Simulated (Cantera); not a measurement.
Cantera run, input and output.

```python
import numpy as np
import cantera as ct

gas = ct.Solution("h2o2.yaml")
gas.TPX = 1150, 310, {'H2': 0.017, 'O2': 1}
reactor = ct.IdealGasConstPressureReactor(gas, energy="off", clone=False)
net = ct.ReactorNet([reactor])
net.rtol, net.atol = 1e-08, 1e-18
show = ['H2', 'O2', 'OH', 'H2O', 'H', 'O']
times = np.geomspace(0.0002, 100, 13)

steps = ct.SolutionArray(gas, extra=["t"])
rows = []
print(f"{'t/s':>10s}{'T/K':>9s}{'P/Pa':>11s}" + "".join(f"{s:>11s}" for s in show))
for t in times:
    while net.time < t:
        t_next = net.step()
        steps.append(gas.state, t=t_next)
    rows.append([np.interp(t, steps.t, y) for y in (steps.T, steps.P, *steps(*show).X.T)])
    print(f"{t:10.3e}{rows[-1][0]:9.1f}{rows[-1][1]:11.4g}" + "".join(f"{x:11.3e}" for x in rows[-1][2:]))
rate = np.gradient(steps.T, steps.t)
print("integrator steps:", len(steps.t))
if steps.T.max() > steps.T[0] + 200:
    print(f"time of steepest temperature rise: {steps.t[rate.argmax()]:.4e} s")
gas.TPX = 1150, 310, {'H2': 0.017, 'O2': 1}
gas.equilibrate("TP")
print(f"equilibrium (TP): T = {gas.T:.1f} K  " + "  ".join(f"{s} {gas[s].X[0]:.3e}" for s in show))
```

Result:

```
       t/s      T/K       P/Pa         H2         O2         OH        H2O          H          O
 2.000e-04   1150.0        310  1.672e-02  9.833e-01  8.298e-11  6.513e-12  1.815e-10  8.643e-11
 5.970e-04   1150.0        310  1.672e-02  9.833e-01  4.769e-10  1.214e-10  3.637e-10  5.379e-10
 1.782e-03   1150.0        310  1.672e-02  9.833e-01  2.446e-09  1.879e-09  9.525e-10  3.254e-09
 5.318e-03   1150.0        310  1.672e-02  9.833e-01  2.887e-08  4.585e-08  8.886e-09  4.388e-08
 1.587e-02   1150.0        310  1.668e-02  9.833e-01  1.529e-05  2.830e-05  4.614e-06  2.367e-05
 4.738e-02   1150.0        310  1.857e-04  9.686e-01  1.268e-03  1.515e-02  1.497e-03  1.331e-02
 1.414e-01   1150.0        310  1.086e-04  9.692e-01  1.068e-03  1.548e-02  1.214e-03  1.289e-02
 4.221e-01   1150.0        310  9.208e-05  9.715e-01  9.848e-04  1.570e-02  9.364e-04  1.081e-02
 1.260e+00   1150.0        310  5.926e-05  9.758e-01  7.916e-04  1.610e-02  4.729e-04  6.824e-03
 3.761e+00   1150.0        310  2.236e-05  9.803e-01  4.874e-04  1.651e-02  1.074e-04  2.528e-03
 1.122e+01   1150.0        310  4.655e-06  9.825e-01  2.229e-04  1.673e-02  1.012e-05  5.222e-04
 3.350e+01   1150.0        310  7.201e-07  9.830e-01  8.790e-05  1.681e-02  6.166e-07  8.072e-05
 1.000e+02   1150.0        310  1.152e-07  9.831e-01  3.522e-05  1.684e-02  3.956e-08  1.293e-05
integrator steps: 1565
equilibrium (TP): T = 1150.0 K  H2 1.320e-09  O2 9.831e-01  OH 3.782e-06  H2O 1.685e-02  H 4.901e-11  O 1.490e-07
```

Cantera simulation using the H2/O2 subset of GRI-Mech 3.0, which has no nitrogen chemistry; the numbers are that mechanism's predictions, not measurements. Radical loss at walls, strong at low pressure, is not modelled.
